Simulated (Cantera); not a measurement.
A perfectly stirred reactor is fed with CH4 : H2 : H = 0.025 : 1 : 0.019 (molar parts), at 0.0263 atm; it is held at 2075 K, and followed from long to short residence time.

Cantera simulation using GRI-Mech 3.0 (53 species, 325 reactions); the numbers are that mechanism's predictions, not measurements. GRI-Mech 3.0 stops at C3 and has no aromatics, soot or wall deposition, so with more carbon than oxygen in the feed, carbon stays in small species such as C2H2 where larger ones or solid carbon would form. Radical loss at walls, strong at low pressure, is not modelled.

Task: What does this change do: CH4 0.025 to 0.038 parts?

Result: 
| quantity | before | after |
|---|---|---|
| x(CH4) at τ = 28.0 s | 0.000131 | 0.000159 |
| x(H2) at τ = 28.0 s | 0.972 | 0.967 |
| x(H) at τ = 28.0 s | 0.0160 | 0.0160 |
| x(C2H2) at τ = 28.0 s | 0.0116 | 0.0173 |
| x(C2H4) at τ = 28.0 s | 1.37e-6 | 2.03e-6 |
| x(CH4) at τ = 89.0 ms | 0.00320 | 0.00434 |
| x(H2) at τ = 89.0 ms | 0.974 | 0.969 |
| x(H) at τ = 89.0 ms | 0.0121 | 0.0113 |
| x(C2H2) at τ = 89.0 ms | 0.00976 | 0.0148 |
| x(C2H4) at τ = 89.0 ms | 8.34e-6 | 1.36e-5 |

Task: What does this change do: temperature 2075 to 2373 K?

Result: 
```tsv
quantity	before	after
x(CH4) at τ = 28.0 s	0.000131	9.46e-6
x(H2) at τ = 28.0 s	0.972	0.907
x(H) at τ = 28.0 s	0.0160	0.0816
x(C2H2) at τ = 28.0 s	0.0116	0.0112
x(C2H4) at τ = 28.0 s	1.37e-6	3.19e-7
x(CH4) at τ = 89.0 ms	0.00320	0.000488
x(H2) at τ = 89.0 ms	0.974	0.945
x(H) at τ = 89.0 ms	0.0121	0.0430
x(C2H2) at τ = 89.0 ms	0.00976	0.0111
x(C2H4) at τ = 89.0 ms	8.34e-6	1.55e-6
```
